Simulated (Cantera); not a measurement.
Cantera run:

```python
import numpy as np
import cantera as ct

gas_names = """
    O O2 O3 S SO SO2 SO3 S2 S2O S8
""".split()
cond_names = """
    S(cr1) S(cr2) S(L)
""".split()


def load(file, names, dense=False):
    # The tables refer to 1 bar. Condensed volumes are neglected.
    table = {s.name: s for s in ct.Species.list_from_file(file)}
    out = []
    for n in names:
        d = dict(table[n].input_data)
        d["thermo"] = dict(d["thermo"], **{"reference-pressure": 1e5})
        if dense:
            d["equation-of-state"] = {"model": "constant-volume", "density": "1e6 g/cm^3"}
        out.append(ct.Species.from_dict(d))
    return out


gas = ct.Solution(thermo="ideal-gas", species=load("nasa_gas.yaml", gas_names))
cond = {s.name: ct.Solution(thermo="fixed-stoichiometry", species=[s], name=s.name)
        for s in load("nasa_condensed.yaml", cond_names, dense=True)}
atoms = {
    'SO2': {'S': 1, 'O': 2},
    'O2': {'O': 2},
}
top_T = {}  # K; cautious upper limits of use, not melting points


def equilibrate(T, P, feed):
    n = {}
    for name, mol in feed.items():
        for a, k in atoms[name].items():
            n[a] = n.get(a, 0.0) + k * mol
    gas.TPX = T, P, n
    mass = sum(n.values()) * gas.mean_molecular_weight
    gas.equilibrate("TP")
    valid = [c for c in cond.values() if c.min_temp <= T <= top_T.get(c.name, c.max_temp)]
    mix = ct.Mixture([(gas, mass / gas.mean_molecular_weight)] + [(c, 0.0) for c in valid])
    mix.T, mix.P = T, P
    mix.equilibrate("TP", solver="vcs", rtol=1e-11, max_steps=5000)
    return mix


results = []
feed = {'SO2': 1, 'O2': 1}  # mol
P = 4800000  # Pa
for T in [1225, 1325, 1425, 1525, 1625, 1725, 1825, 1925, 2025, 2125, 2225, 2325, 2425, 2525]:
    mix = equilibrate(T, P, feed)
    results.append((T, P, feed, dict(zip(mix.species_names, mix.species_moles))))
    x = sorted(zip(gas.X, gas.species_names), reverse=True)
    print(f"T = {T:g} K  P = {P:g} Pa  gas = {mix.phase_moles(0):.4g} mol")
    print("   x: " + "  ".join(f"{s} {v:.3e}" for v, s in x if v > 0.0001))
    print("   condensed (mol): " + ("  ".join(f"{mix.phase(i).name} {mix.phase_moles(i):.4g}"
          for i in range(1, mix.n_phases) if mix.phase_moles(i) > 1e-12) or "none"))
```

It prints:

```
T = 1225 K  P = 4.8e+06 Pa  gas = 1.755 mol
   x: O2 4.303e-01  SO2 2.909e-01  SO3 2.788e-01
   condensed (mol): none
T = 1325 K  P = 4.8e+06 Pa  gas = 1.837 mol
   x: O2 4.557e-01  SO2 3.671e-01  SO3 1.772e-01
   condensed (mol): none
T = 1425 K  P = 4.8e+06 Pa  gas = 1.895 mol
   x: O2 4.722e-01  SO2 4.167e-01  SO3 1.110e-01
   condensed (mol): none
T = 1525 K  P = 4.8e+06 Pa  gas = 1.932 mol
   x: O2 4.823e-01  SO2 4.468e-01  SO3 7.087e-02
   condensed (mol): none
T = 1625 K  P = 4.8e+06 Pa  gas = 1.954 mol
   x: O2 4.883e-01  SO2 4.649e-01  SO3 4.675e-02
   condensed (mol): none
T = 1725 K  P = 4.8e+06 Pa  gas = 1.969 mol
   x: O2 4.920e-01  SO2 4.760e-01  SO3 3.199e-02
   condensed (mol): none
T = 1825 K  P = 4.8e+06 Pa  gas = 1.978 mol
   x: O2 4.943e-01  SO2 4.830e-01  SO3 2.269e-02
   condensed (mol): none
T = 1925 K  P = 4.8e+06 Pa  gas = 1.984 mol
   x: O2 4.958e-01  SO2 4.875e-01  SO3 1.663e-02
   condensed (mol): none
T = 2025 K  P = 4.8e+06 Pa  gas = 1.988 mol
   x: O2 4.968e-01  SO2 4.905e-01  SO3 1.256e-02
   condensed (mol): none
T = 2125 K  P = 4.8e+06 Pa  gas = 1.991 mol
   x: O2 4.975e-01  SO2 4.926e-01  SO3 9.726e-03  O 1.681e-04
   condensed (mol): none
T = 2225 K  P = 4.8e+06 Pa  gas = 1.993 mol
   x: O2 4.979e-01  SO2 4.940e-01  SO3 7.708e-03  O 3.223e-04
   condensed (mol): none
T = 2325 K  P = 4.8e+06 Pa  gas = 1.995 mol
   x: O2 4.981e-01  SO2 4.949e-01  SO3 6.232e-03  O 5.842e-04  SO 1.893e-04
   condensed (mol): none
T = 2425 K  P = 4.8e+06 Pa  gas = 1.996 mol
   x: O2 4.981e-01  SO2 4.955e-01  SO3 5.127e-03  O 1.008e-03  SO 3.604e-04
   condensed (mol): none
T = 2525 K  P = 4.8e+06 Pa  gas = 1.998 mol
   x: O2 4.978e-01  SO2 4.956e-01  SO3 4.283e-03  O 1.667e-03  SO 6.517e-04
   condensed (mol): none
```

Equilibrium computed with Cantera from the NASA thermochemical tables; the gas is ideal and each condensed phase is pure. The ideal-gas law is rough above about 30 bar.
